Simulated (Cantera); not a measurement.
An adiabatic, constant-pressure homogeneous reactor starts with 19.0 % H2, 13.7 % O2, 67.3 % N2, at 1125 K and 2.20 bar.

Cantera simulation using the H2/O2 subset of GRI-Mech 3.0, which has no nitrogen chemistry; the numbers are that mechanism's predictions, not measurements. The hydrogen kinetics of GRI-Mech 3.0 are dated; newer H2 mechanisms differ, most at raised pressure.

Problem. Predict: time of steepest temperature rise; temperature at 0.800 s; equilibrium temperature; x(H2) at 0.800 s; x(O2) at 0.800 s; x(H2O2) at 0.800 s; x(H2O) at 0.800 s; x(OH) at 0.800 s; x(O) at 0.800 s; x(H) at 0.800 s.

Solution. 
- time of steepest temperature rise: 52.5 µs
- temperature at 0.800 s: 2414 K
- equilibrium temperature: 2414 K
- x(H2) at 0.800 s: 0.00247 (gas-phase equilibrium 0.00247)
- x(O2) at 0.800 s: 0.0454 (gas-phase equilibrium 0.0454)
- x(H2O2) at 0.800 s: 3.70e-7 (gas-phase equilibrium 3.70e-7)
- x(H2O) at 0.800 s: 0.201 (gas-phase equilibrium 0.201)
- x(OH) at 0.800 s: 0.00871 (gas-phase equilibrium 0.00871)
- x(O) at 0.800 s: 0.00135 (gas-phase equilibrium 0.00135)
- x(H) at 0.800 s: 0.000573 (gas-phase equilibrium 0.000573)
